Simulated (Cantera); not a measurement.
A Cantera script and what it prints.

```python
import numpy as np
import cantera as ct

gas_names = """
    H HNO HNO2 HNO3 HO2 H2 H2O H2O2 N NH NH2 NH3 NH2OH NO NO2 NO3 N2 N2H2 N2H4 N2O O OH O2 O3 Si SiH
    SiH2 SiH3 SiH4 SiN SiO SiO2 Si2 Si2N Si3
""".split()
cond_names = """
    H2O(s) H2O(L) Si(cr) Si(L) SiO2(Lqz) SiO2(hqz) SiO2(L) Si2N2O(s) Si3N4(a)
""".split()


def load(file, names, dense=False):
    # The tables refer to 1 bar. Condensed volumes are neglected.
    table = {s.name: s for s in ct.Species.list_from_file(file)}
    out = []
    for n in names:
        d = dict(table[n].input_data)
        d["thermo"] = dict(d["thermo"], **{"reference-pressure": 1e5})
        if dense:
            d["equation-of-state"] = {"model": "constant-volume", "density": "1e6 g/cm^3"}
        out.append(ct.Species.from_dict(d))
    return out


gas = ct.Solution(thermo="ideal-gas", species=load("nasa_gas.yaml", gas_names))
cond = {s.name: ct.Solution(thermo="fixed-stoichiometry", species=[s], name=s.name)
        for s in load("nasa_condensed.yaml", cond_names, dense=True)}
atoms = {
    'Si2H6': {'Si': 2, 'H': 6},
    'NO': {'N': 1, 'O': 1},
    'H2': {'H': 2},
}
top_T = {'Si2N2O(s)': 2100, 'Si3N4(a)': 2400}  # K; cautious upper limits of use, not melting points


def equilibrate(T, P, feed):
    n = {}
    for name, mol in feed.items():
        for a, k in atoms[name].items():
            n[a] = n.get(a, 0.0) + k * mol
    gas.TPX = T, P, n
    mass = sum(n.values()) * gas.mean_molecular_weight
    gas.equilibrate("TP")
    valid = [c for c in cond.values() if c.min_temp <= T <= top_T.get(c.name, c.max_temp)]
    mix = ct.Mixture([(gas, mass / gas.mean_molecular_weight)] + [(c, 0.0) for c in valid])
    mix.T, mix.P = T, P
    mix.equilibrate("TP", solver="vcs", rtol=1e-11, max_steps=5000)
    return mix


results = []
T = 1798.15  # K
P = 4800  # Pa
for m in [1.3, 3, 4.7, 6.4, 8.1, 9.8, 12, 13, 15, 17, 18]:
    feed = {'Si2H6': 1, 'NO': m, 'H2': 3.1}  # mol
    mix = equilibrate(T, P, feed)
    results.append((T, P, feed, dict(zip(mix.species_names, mix.species_moles))))
    x = sorted(zip(gas.X, gas.species_names), reverse=True)
    print(f"T = {T:g} K  P = {P:g} Pa  n(NO) = {m:g} mol  gas = {mix.phase_moles(0):.4g} mol")
    print("   x: " + "  ".join(f"{s} {v:.3e}" for v, s in x if v > 1e-06))
    print("   condensed (mol): " + ("  ".join(f"{mix.phase(i).name} {mix.phase_moles(i):.4g}"
          for i in range(1, mix.n_phases) if mix.phase_moles(i) > 1e-12) or "none"))
```

Output:

```
T = 1798.15 K  P = 4800 Pa  n(NO) = 1.3 mol  gas = 6.911 mol
   x: H2 8.819e-01  SiO 1.053e-01  N2 1.122e-02  H 1.511e-03  Si 6.440e-05  SiH2 2.605e-05  SiH 1.520e-05  H2O 5.541e-06  Si2N 1.072e-06
   condensed (mol): Si(L) 0.1268  Si2N2O(s) 0.5725
T = 1798.15 K  P = 4800 Pa  n(NO) = 3 mol  gas = 8.608 mol
   x: H2 7.077e-01  N2 1.743e-01  SiO 1.164e-01  H 1.354e-03  H2O 2.679e-04  Si 1.182e-06
   condensed (mol): SiO2(L) 0.9977
T = 1798.15 K  P = 4800 Pa  n(NO) = 4.7 mol  gas = 8.458 mol
   x: H2 6.374e-01  N2 2.778e-01  H2O 8.309e-02  H 1.285e-03  SiO 3.382e-04  OH 1.101e-05
   condensed (mol): SiO2(L) 1.997
T = 1798.15 K  P = 4800 Pa  n(NO) = 6.4 mol  gas = 9.306 mol
   x: H2 3.971e-01  N2 3.439e-01  H2O 2.579e-01  H 1.014e-03  SiO 6.785e-05  OH 4.331e-05
   condensed (mol): SiO2(L) 1.999
T = 1798.15 K  P = 4800 Pa  n(NO) = 8.1 mol  gas = 10.15 mol
   x: H2O 4.037e-01  N2 3.988e-01  H2 1.966e-01  H 7.135e-04  OH 9.632e-05  SiO 2.147e-05  NO 3.181e-06
   condensed (mol): SiO2(L) 2
T = 1798.15 K  P = 4800 Pa  n(NO) = 9.8 mol  gas = 11 mol
   x: H2O 5.267e-01  N2 4.453e-01  H2 2.737e-02  OH 3.368e-04  H 2.662e-04  NO 3.150e-05  O2 2.162e-05  O 2.537e-06  SiO 2.291e-06
   condensed (mol): SiO2(L) 2
T = 1798.15 K  P = 4800 Pa  n(NO) = 12 mol  gas = 13.06 mol
   x: H2O 4.654e-01  N2 4.584e-01  O2 7.136e-02  OH 2.400e-03  NO 1.836e-03  H2 4.210e-04  O 1.458e-04  H 3.301e-05
   condensed (mol): SiO2(L) 2
T = 1798.15 K  P = 4800 Pa  n(NO) = 13 mol  gas = 14.06 mol
   x: N2 4.611e-01  H2O 4.322e-01  O2 1.015e-01  OH 2.525e-03  NO 2.196e-03  H2 3.279e-04  O 1.738e-04  H 2.913e-05
   condensed (mol): SiO2(L) 2
T = 1798.15 K  P = 4800 Pa  n(NO) = 15 mol  gas = 16.06 mol
   x: N2 4.655e-01  H2O 3.782e-01  O2 1.505e-01  NO 2.688e-03  OH 2.607e-03  H2 2.355e-04  O 2.117e-04  H 2.469e-05  NO2 1.262e-06
   condensed (mol): SiO2(L) 2
T = 1798.15 K  P = 4800 Pa  n(NO) = 17 mol  gas = 18.07 mol
   x: N2 4.690e-01  H2O 3.362e-01  O2 1.888e-01  NO 3.021e-03  OH 2.601e-03  O 2.371e-04  H2 1.870e-04  H 2.200e-05  NO2 1.589e-06
   condensed (mol): SiO2(L) 2
T = 1798.15 K  P = 4800 Pa  n(NO) = 18 mol  gas = 19.07 mol
   x: N2 4.705e-01  H2O 3.185e-01  O2 2.049e-01  NO 3.152e-03  OH 2.584e-03  O 2.470e-04  H2 1.700e-04  H 2.098e-05  NO2 1.727e-06
   condensed (mol): SiO2(L) 2
```

Method: chemical equilibrium by Gibbs-energy minimisation in Cantera with the NASA 1993 tables (ideal gas, pure condensed phases). The feed counts by its element totals alone. Mutual solubility and eutectic melting of coexisting phases are not modelled. The tables hold silica as quartz up to 1696 K and as liquid above; real silica turns to tridymite and cristobalite and melts near 1996 K. Gases not in the tables: Si(OH)4, Si2H6 and higher silanes.
